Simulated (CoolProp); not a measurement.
Vapour-liquid equilibrium of acetone (1) + dimethyl carbonate (2) at 1820 kPa; x and y are mole fractions of (1).

Model: multi-fluid Helmholtz-energy mixture model, Lemmon 2006 and Zhou 2011; pair parameters Bell 2016, in CoolProp.

```tsv
x	bubble temperature, mixture model (K)	bubble temperature, Raoult's law (K)	y, mixture model	y, Raoult's law
0.05	487.9	487.9	0.082	0.095
0.15	482.6	482.4	0.227	0.263
0.25	477.7	477.2	0.354	0.404
0.35	473.2	472.5	0.467	0.525
0.45	468.9	468.1	0.569	0.628
0.55	464.9	463.9	0.663	0.718
0.65	461.0	460.1	0.749	0.796
0.75	457.3	456.5	0.828	0.864
0.85	453.6	453.0	0.902	0.923
0.95	450.0	449.8	0.969	0.976
```

The largest gap from Raoult's law is +1.0 K in bubble temperature, at x = 0.55. No azeotrope shows between x = 0.05 and 0.95.

The pair parameters rest on a limited set of measurements; away from them the model extrapolates.
